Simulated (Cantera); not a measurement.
Feed: 1 mol SiH₂Cl₂, 0.51 mol N₂, a varied amount of H₂, held at 1223.15 K and 47.0 mbar.

Equilibrium computed with Cantera from the NASA thermochemical tables; the gas is ideal and each condensed phase is pure. Candidate condensed phases: NH₄Cl, Si, Si₃N₄; 28 gas species. N₂ is the only nitrogen source here; it is nearly inert below about 1500 K, so the nitride shown seldom forms there in practice. The tables' values for SiCl₃ are old estimates; treat these amounts as uncertain. Equilibrium is a limit: real reactors are often held back by kinetics, nucleation or transport.

x: gas mole fraction; n: condensed amount in mol.

```csv
n(H₂) (mol),x H₂,x HCl,x SiCl₄,x SiCl₂,n Si₃N₄(s)
2.5,0.688,0.254,0.0461,0.00257,0.253
3.2,0.729,0.223,0.0375,0.00289,0.254
4.1,0.767,0.192,0.0298,0.00325,0.254
5.2,0.801,…,…,…,0.255
6.6,0.832,0.140,0.0178,0.00396,0.255
8.5,0.860,0.117,0.0129,0.00427,0.255
11,0.885,…,…,0.00448,0.255
14,0.905,0.0802,0.00616,0.00455,0.255
```

Problem. Fill in the missing entries.

Solution. 
- 5.2, x HCl: 0.165
- 5.2, x SiCl₄: 0.0233
- 5.2, x SiCl₂: 0.00362
- 11, x HCl: 0.0964
- 11, x SiCl₄: 0.00897
